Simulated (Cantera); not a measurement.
Feed: 1 mol CuO, 0.88 mol H2, 0.095 mol H2O, held at 3.90 Torr.

Cantera equilibrium calculation (NASA polynomials, part measured and part estimated; ideal gas, pure solids and liquids). Candidate condensed phases: Cu, CuO, Cu(OH)2, Cu2O, H2O; 12 gas species. Mutual solubility and eutectic melting of coexisting phases are not modelled. The numbers say what is thermodynamically allowed, not how fast it happens. All values below are at 1373 K.

Base state: H2O 0.999, O2 0.00113, Cu 0.000152, H2 0.000122, OH 7.45e-5 (mole fractions); condensed: Cu(l) + Cu2O(s).

**Question.** What changes in the equilibrium state with this change: CuO replaced by Nb2O5?

**Answer.** 
| species | before | after |
|---|---|---|
| H2 | 0.000122 | 0.903 |
| H2O | 0.999 | 0.0974 |
| H | 5.10e-7 | 4.39e-5 |
| O2 | 0.00113 | <1e-9 |
| Cu | 0.000152 | 0 |
| OH | 7.45e-5 | 8.46e-8 |
| Cu(l), mol | 0.764 | 0 |
| Cu2O(s), mol | 0.118 | 0 |
| Nb2O5(s), mol | 0 | 1.00 |
Condensed phases not in the tables: the oxides between NbO2 and Nb2O5. Further candidate phases: Nb, NbO, NbO2, Nb2O5.
